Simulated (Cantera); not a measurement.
Input: 1 mol SiF4, 0.69 mol O3, 27 mol H2, held at 1552 °C and 13300 Pa.

Cantera equilibrium calculation (NASA polynomials, part measured and part estimated; ideal gas, pure solids and liquids). Candidate condensed phases: H2O, Si, SiO2; 38 gas species. The tables' values for SiF3, SiF2 are old estimates; treat these amounts as uncertain. The tables hold silica as quartz up to 1696 K and as liquid above; real silica turns to tridymite and cristobalite and melts near 1996 K. Equilibrium is a limit: real reactors are often held back by kinetics, nucleation or transport.

Base state: H2 0.857, HF 0.125, H2O 0.0115, SiF4 0.00280, SiO 0.00198, H 0.00112, SiF3 0.000638, SiHF3 6.41e-5 (mole fractions); condensed: SiO2(condensed).

Question: What changes in the equilibrium state with this change: temperature from 1552 °C to 1402 °C?

Answer: 
```tsv
species	before	after
H2	0.857	0.863
HF	0.125	0.120
H2O	0.0115	0.0120
SiO	0.00198	8.48e-5
SiF4	0.00280	0.00444
SiF2	5.17e-5	5.82e-6
H	0.00112	0.000295
SiF3	0.000638	0.000245
SiO2(condensed), mol	0.839	0
SiO2(β-quartz), mol	0	0.861
```
The tables' values for SiF3 are old estimates; treat these amounts as uncertain.

Question: What changes in the equilibrium state with this change: H2 from 27 to 0.62 mol?

Answer: 
```csv
species,before,after
HF,0.125,0.440
O2,<1e-9,0.275
SiF4,0.00280,0.269
H2,0.857,5.20e-6
H2O,0.0115,0.0147
O,1.05e-9,0.000221
SiO,0.00198,9.42e-9
"SiO2(condensed), mol",0.839,0.290
```
The tables' values for SiF3 are old estimates; treat these amounts as uncertain.
